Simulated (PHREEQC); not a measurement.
Make-up at 20 °C: 2.4 mmol/kgw NaH2PO4 and 0.3 mmol/kgw NaOH. Closed to the air; pH follows from the charge balance.

The numbers come from PHREEQC with the ion-association model, wateq4f.dat.

```tsv
quantity	before	after
pH	6.30	10.64
ionic strength (mol/kgw)	0.00300	0.000300
```

**Question.** Which change was made?
A. NaH2PO4 left out
B. temperature from 20 to 25 °C
C. NaH2PO4 from 0.0024 to 0.0012 mol/kgw
D. 0.00023 mol/kgw CuSO4 added
E. 0.00011 mol/kgw HCl added

**Answer.** A, NaH2PO4 left out

No solid was allowed to form. H3PO4, which wateq4f.dat lacks, is added to it with the constant of phreeqc.dat.
